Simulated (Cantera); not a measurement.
A closed system holds: 1 mol C2H2, 45 mol H2, equilibrated at 1100 °C and 10.0 Torr.

These are equilibrium values from Cantera (NASA tables, ideal gas, pure condensed phases), not measurements of a reactor. Candidate condensed phases: C, C6H6, C7H8, C8H18; 76 gas species. Equilibrium is a limit: real reactors are often held back by kinetics, nucleation or transport.

**Question.** What is the equilibrium state?

**Answer.** 
```json
{
  "x(H2)": "1.000",
  "x(CH4)": "6.71e-5",
  "x(H)": "2.89e-5",
  "x(C2H2 (acetylene))": "1.73e-6",
  "n(C(graphite))": "2.00 mol",
  "gas_amount": "46.00 mol"
}
```
